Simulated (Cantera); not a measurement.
Gas mixture: 39.5 % C₂H₆, 30.2 % C₂H₂, 11.6 % CH₃OH, 18.6 % N₂, at 2200 Pa, frozen composition.

Cantera's kinetic-theory transport with the Lennard-Jones parameters of GRI-Mech 3.0, ideal gas; thermal conductivity in the multicomponent form. Polar gases are described roughly by these parameters. The composition is frozen, though it would react at the higher temperatures.

D: mixture-averaged diffusion coefficient of that species in the mixture.

| T (K) | ρ (kg/m³) | cp (J/kg/K) | μ (µPa s) | λ (mW/m/K) | Pr | D (cm²/s) H₂O | D (cm²/s) C₂H₂ | D (cm²/s) OH |
|---|---|---|---|---|---|---|---|---|
| 400 | 0.0190 | 1825 | 14.2 | 34.2 | 0.756 | 13.6 | ? | 19.1 |
| 650 | 0.0117 | 2415 | 21.2 | 66.9 | 0.764 | 34.5 | ? | 44.4 |
| 900 | 0.00844 | 2834 | 27.1 | 100 | 0.766 | 62.8 | ? | 77.2 |
| 1150 | 0.00660 | 3158 | 32.3 | 133 | 0.767 | 97.2 | ? | 116 |
| 1400 | 0.00542 | 3390 | 37.0 | 163 | 0.767 | 137 | ? | 162 |
| 1650 | 0.00460 | 3560 | 41.3 | 192 | 0.767 | 182 | ? | 213 |
| 1900 | 0.00400 | 3685 | 45.4 | 218 | 0.766 | 232 | ? | 269 |

Question: Some entries are withheld; supply them.

Answer: 
- 400, D (cm²/s) C₂H₂: 10.00
- 650, D (cm²/s) C₂H₂: 24.2
- 900, D (cm²/s) C₂H₂: 42.8
- 1150, D (cm²/s) C₂H₂: 65.1
- 1400, D (cm²/s) C₂H₂: 91.0
- 1650, D (cm²/s) C₂H₂: 120
- 1900, D (cm²/s) C₂H₂: 152
